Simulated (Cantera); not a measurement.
Equilibrium for nitride etching: BN + F2 + N2

Input: 1 mol BN, 7.5 mol F2, 2.1 mol N2, held at 1452 °C and 7.50 Pa.

These are equilibrium values from Cantera (NASA tables, ideal gas, pure condensed phases), not measurements of a reactor. Candidate condensed phases: B, BN; 13 gas species. The numbers say what is thermodynamically allowed, not how fast it happens.

| Item | Result |
|---|---|
| x(F) | 0.769 |
| x(N2) | 0.167 |
| x(BF3) | 0.0641 |
| x(F2) | 1.04e-6 |
| gas amount | 15.60 mol |
| log10 activity of B(s) (absent) | -21.32 |
